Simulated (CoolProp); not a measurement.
Sulfur hexafluoride along the isotherm 85.85 °C: fugacity coefficient from the reference equation and from simpler models built on Tc = 45.6 °C, pc = 3.755 MPa, ω = 0.210; each cubic takes its own stable root.

Computed with CoolProp (reference Helmholtz-energy equation of state, Guder 2009).

```csv
p (MPa),phase,reference
0.352,gas,0.9791
0.704,gas,0.9584
1.06,gas,0.9377
1.41,gas,0.9175
1.76,gas,0.8975
2.11,gas,0.8776
2.46,gas,0.8580
2.82,gas,0.8379
3.17,gas,0.8186
3.52,gas,0.7994
3.87,supercritical,0.7804
4.22,supercritical,0.7615
4.58,supercritical,0.7423
4.93,supercritical,0.7238
5.28,supercritical,0.7055
5.63,supercritical,0.6874
```

Task: How far does each simpler model (van der Waals, Peng-Robinson) lie from the reference over these 16 states: mean and median of the absolute difference, and the worst?

Result: 
- van der Waals: mean 0.6 %, median 0.3 %, worst -2.4 % at 85.85 °C and 5.63 MPa
- Peng-Robinson: mean 2.5 %, median 2.6 %, worst -4.0 % at 85.85 °C and 5.63 MPa
